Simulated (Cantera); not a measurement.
Input: 1 mol Ni, 1.1 mol H₂S, 6.2 mol N₂, held at 852 °C and 22.0 mbar.

These are equilibrium values from Cantera (NASA tables, ideal gas, pure condensed phases), not measurements of a reactor. Candidate condensed phases: Ni, NiS, NiS₂, Ni₃S₂, Ni₃S₄, S; 17 gas species. Gases not in the tables: S₃ to S₇. Kinetics and transport are ignored.

Base state: N₂ 0.844, H₂ 0.102, H₂S 0.0473, S₂ 0.00583, SH 5.42e-5 (mole fractions); condensed: Ni₃S₂(l).

Q: What changes in the equilibrium state with this change: H₂S from 1.1 to 2.5 mol?

A: 
```json
[
 {"species": "N₂", "before": "0.844", "after": "0.691"},
 {"species": "H₂S", "before": "0.0473", "after": "0.143"},
 {"species": "H₂", "before": "0.102", "after": "0.135"},
 {"species": "S₂", "before": "0.00583", "after": "0.0305"},
 {"species": "SH", "before": "5.42e-5", "after": "0.000143"},
 {"species": "Ni₃S₂(l), mol", "before": "0.333", "after": "0.333"}
]
```

Q: What changes in the equilibrium state with this change: temperature from 852 °C to 1150 °C?

A: 
```csv
species,before,after
N₂,0.844,0.831
H₂,0.102,0.132
S₂,0.00583,0.0211
H₂S,0.0473,0.0153
S,6.40e-8,1.56e-5
H,9.59e-8,1.63e-5
"Ni₃S₂(l), mol",0.333,0.333
```

Q: What changes in the equilibrium state with this change: Ni replaced by Pb?

A: 
```tsv
species	before	after
N₂	0.844	0.784
H₂	0.102	0.124
PbS	0	0.0732
H₂S	0.0473	0.0151
Pb	0	0.00324
S₂	0.00583	0.000404
SH	5.42e-5	1.57e-5
Ni₃S₂(l), mol	0.333	0
PbS(s), mol	0	0.396
```
Further candidate phases: Pb, PbS.
